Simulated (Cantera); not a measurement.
## Silicon nitride deposition: Si2Cl6 + NH3 + H2

Charge: 1 mol Si2Cl6, 1.3 mol NH3, 6.7 mol H2, held at 13.3 mbar.

Equilibrium computed with Cantera from the NASA thermochemical tables; the gas is ideal and each condensed phase is pure. Candidate condensed phases: NH4Cl, Si, Si3N4; 28 gas species. The feed counts by its element totals alone. The tables' values for SiCl3, SiCl are old estimates; treat these amounts as uncertain. Rates play no part.

| T (K) | log p H2 | log p HCl | log p SiCl2 | log p SiCl4 | log p N2 | log p SiCl3 | log p SiHCl3 | n Si3N4(s) |
|---|---|---|---|---|---|---|---|---|
| 1023 | -2.02 | -2.61 | -5.79 | -2.91 | -6.11 | -5.01 | -4.38 | 0.325 |
| 1073 | -2.02 | -2.61 | -5.11 | -2.92 | -6.16 | -4.62 | -4.25 | 0.325 |
| 1123 | -2.02 | -2.59 | -4.52 | -2.95 | -6.13 | -4.28 | -4.14 | 0.325 |
| 1173 | -2.03 | -2.57 | -4.04 | -3.00 | -5.97 | -4.02 | -4.09 | 0.325 |
| 1223 | -2.04 | -2.53 | -3.68 | -3.08 | -5.67 | -3.83 | -4.11 | 0.324 |
| 1273 | -2.06 | -2.48 | -3.42 | -3.21 | -5.24 | -3.72 | -4.18 | 0.323 |
| 1323 | -2.07 | -2.45 | -3.23 | -3.39 | -4.77 | -3.68 | -4.31 | 0.318 |
| 1373 | -2.08 | -2.42 | -3.10 | -3.62 | -4.32 | -3.69 | -4.48 | 0.305 |
| 1423 | -2.09 | -2.42 | -2.99 | -3.90 | -3.95 | -3.74 | -4.68 | 0.276 |
| 1473 | -2.09 | -2.45 | -2.90 | -4.22 | -3.67 | -3.82 | -4.89 | 0.231 |
| 1523 | -2.09 | -2.49 | -2.82 | -4.57 | -3.46 | -3.93 | -5.12 | 0.172 |
| 1573 | -2.09 | -2.55 | -2.76 | -4.94 | -3.32 | -4.06 | -5.36 | 0.108 |
log p: log10 of the partial pressure in bar; n: condensed amount in mol.

From 1023 K to 1573 K the condensed part is Si3N4(s). The main Si-bearing gas is SiCl4 at 1023 K and SiCl2 at 1573 K.
